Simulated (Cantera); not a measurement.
# Si2H6 + HCl + H2 (silicon epitaxy and polysilicon growth)

A closed system holds: 1 mol Si2H6, 1.3 mol HCl, 710 mol H2, equilibrated at 13300 Pa.

Method: chemical equilibrium by Gibbs-energy minimisation in Cantera with the NASA 1993 tables (ideal gas, pure condensed phases). Candidate condensed phases: Si; 19 gas species. The feed counts by its element totals alone. Gases not in the tables: Si2H6 and higher silanes. Rates play no part.

```csv
T (°C),x H2,x HCl,x H,x SiHCl3,x SiCl4,x SiH2Cl2,x SiH2,x SiCl2,n Si(s),n Si(l)
552,0.999,0.000600,2.17e-11,0.000230,0.000112,3.99e-5,<1e-12,3.99e-7,1.73,0
652,0.998,0.00136,7.13e-10,8.95e-5,3.35e-5,2.34e-5,8.87e-12,2.67e-6,1.89,0
752,0.998,0.00174,1.19e-8,1.25e-5,2.53e-6,6.79e-6,1.90e-10,5.44e-6,1.98,0
852,0.998,0.00180,1.22e-7,1.46e-6,1.52e-7,1.73e-6,2.36e-9,6.85e-6,1.99,0
952,0.998,0.00180,8.53e-7,2.31e-7,1.33e-8,5.32e-7,1.94e-8,7.93e-6,1.99,0
1052,0.998,0.00180,4.47e-6,4.79e-8,1.69e-9,1.95e-7,1.16e-7,8.91e-6,1.99,0
1152,0.998,0.00180,1.87e-5,1.24e-8,2.86e-10,8.23e-8,5.41e-7,9.80e-6,1.99,0
1252,0.998,0.00180,6.47e-5,3.86e-9,6.15e-11,3.90e-8,2.05e-6,1.06e-5,1.99,0
1352,0.998,0.00180,0.000193,1.39e-9,1.60e-11,2.03e-8,6.60e-6,1.13e-5,1.99,0
1452,0.998,0.00180,0.000508,5.24e-10,4.56e-12,1.06e-8,1.72e-5,1.11e-5,0,1.97
```
x: gas mole fraction; n: condensed amount in mol.

From 552 °C to 1352 °C the condensed part is Si(s). At 1452 °C the condensed part is Si(l). The main Si-bearing gas is SiHCl3 at 552 °C and SiH2 at 1452 °C.
